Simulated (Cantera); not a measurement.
A closed system holds: 1 mol Ti(OiPr)4, 0.28 mol CH4, 8.7 mol N2, held at 2125 K and 0.100 bar.

Cantera equilibrium calculation (NASA polynomials, part measured and part estimated; ideal gas, pure solids and liquids). Candidate condensed phases: C, C6H6, C7H8, C8H18, H2O, Ti, TiC, TiN, TiO, TiO2, Ti2O3, Ti3O5, Ti4O7; 139 gas species. The feed counts by its element totals alone. TiC: taken at fixed stoichiometry. Rates play no part.

Base state: H2 0.522, N2 0.313, CO 0.146, HCN 0.00946, H 0.00830, C2H2 (acetylene) 0.000874, HNC 0.000665 (mole fractions); condensed: C(graphite) + TiC(s).

**Question.** What changes in the equilibrium state with this change: Ti(OiPr)4 replaced by Ti(NMe2)4?

**Answer.** 
```csv
species,before,after
H2,0.522,0.527
N2,0.313,0.452
HCN,0.00946,0.0114
CO,0.146,0
HNC,0.000665,0.000804
C2H2 (acetylene),0.000874,0.000882
"C(graphite), mol",6.95,6.95
"TiC(s), mol",1.000,1.000
```
